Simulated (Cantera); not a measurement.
A freely propagating, adiabatic, planar premixed flame of 19.7 % H2, 13.5 % O2, 50.8 % N2, 16.0 % H2O, equivalence ratio 0.73, unburnt at 350 K and 56000 Pa; unity-Lewis-number transport, grid criteria slope 0.08 and curve 0.16, no radiation.

Computed with Cantera and the H2/O2 subset of GRI-Mech 3.0, which has no nitrogen chemistry. Unity Lewis numbers drop preferential diffusion, which matters most where H2 and H carry the flame. Burning velocities carry a grid error of a few per cent, more on coarse grids.

Q: Predict: laminar burning velocity; thermal thickness; peak x(H); peak x(O); peak x(H2O2).

A: 
```json
{
  "laminar_burning_velocity": "99.8 cm/s",
  "thermal_thickness": "0.595 mm",
  "peak x(H)": "0.0172",
  "peak x(O)": "0.00500",
  "peak x(H2O2)": "2.66e-5"
}
```
